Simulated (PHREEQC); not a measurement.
Consider water at 20 °C with 30 mmol/kgw KOH, 5.9 mmol/kgw Na2SiO3 and 140 mmol/kgw K3PO4. Closed to the air; pH follows from the charge balance.

Model: ion-association model, wateq4f.dat, run in PHREEQC.

```
quantity                   before     after
------------------------  -------  --------
pH                          12.60     12.60
ionic strength (mol/kgw)    0.860     0.204
PO4-3 (mol/kgw)             0.129    0.0244
HPO4-2 (mol/kgw)          0.00946   0.00336
H3SiO4- (mol/kgw)         0.00368   0.00408
KHPO4- (mol/kgw)          0.00137  0.000212
SI of Quartz (SiO2)         -1.27     -1.16
```

Q: What was changed between the two runs?
(A) K3PO4 from 0.14 to 0.21 mol/kgw
(B) Na2SiO3 from 0.0059 to 0.0118 mol/kgw
(C) K3PO4 from 0.14 to 0.028 mol/kgw
(D) K3PO4 replaced by KH2PO4 at the same molality

A: C, K3PO4 from 0.14 to 0.028 mol/kgw

Precipitation was switched off in this run. The ionic strength passes 0.7 mol/kgw, the rough limit of the ion-association models, in before. H3PO4, which wateq4f.dat lacks, is added to it with the constant of phreeqc.dat.
